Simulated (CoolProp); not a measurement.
Vapour-liquid equilibrium of n-heptane (1) + m-xylene (2) at 6.25 kPa; x and y are mole fractions of (1).

Values from CoolProp's multi-fluid Helmholtz-energy mixture model, Span 2003 and Zhou 2012; pair parameters Bell 2016.

```
x     bubble temperature (°C)  y at the bubble point  dew temperature at overall composition x (°C)  liquid density (mol/L)
----  -----------------------  ---------------------  ---------------------------------------------  ----------------------
0.05                     53.8                  0.240                                           57.8                   7.788
0.15                     46.9                  0.507                                           55.8                   7.699
0.25                     42.1                  0.651                                           53.6                   7.595
0.35                     38.6                  0.741                                           51.2                   7.486
0.45                     35.8                  0.805                                           48.5                   7.374
0.55                     33.5                  0.854                                           45.5                   7.262
0.65                     31.4                  0.894                                           42.1                   7.151
0.75                     29.6                  0.929                                           38.2                   7.042
0.85                     27.9                  0.959                                           33.7                   6.934
0.95                     26.3                  0.987                                           28.4                   6.829
```

No azeotrope shows between x = 0.05 and 0.95.

The pair parameters rest on a limited set of measurements; away from them the model extrapolates.
